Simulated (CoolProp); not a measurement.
R143a at 293.15 K and 1.72 MPa flows at 2.1 m/s in a round tube of 2 mm bore and 45 µm roughness, fully developed (64/Re and Nu = 3.66 if laminar; Colebrook and Gnielinski if turbulent). Each further row changes one setting.

The numbers come from the reference Helmholtz-energy equation of state, Lemmon and Jacobsen 2000 in CoolProp.

```tsv
case	Reynolds number	Darcy friction factor	pressure drop (Pa/m)	heat-transfer coefficient (W/(m² K))	mass flow (kg/h)
as stated	33700	0.0520	54800	(withheld)	22.7
velocity 4.2 m/s	67500	(withheld)	217000	(withheld)	45.4
diameter 4 mm	67500	(withheld)	(withheld)	8840	90.8
```

**Question.** Fill in the missing entries.

**Answer.** 
- as stated, heat-transfer coefficient (W/(m² K)): 10600
- velocity 4.2 m/s, Darcy friction factor: 0.0514
- velocity 4.2 m/s, heat-transfer coefficient (W/(m² K)): 21300
- diameter 4 mm, Darcy friction factor: 0.0403
- diameter 4 mm, pressure drop (Pa/m): 21200

Viscosity comes from a separate model (Klein 1997), an estimate that may be off by 10 % or more. Thermal conductivity comes from a separate model (McLinden 2000), an estimate that may be off by 10 % or more.
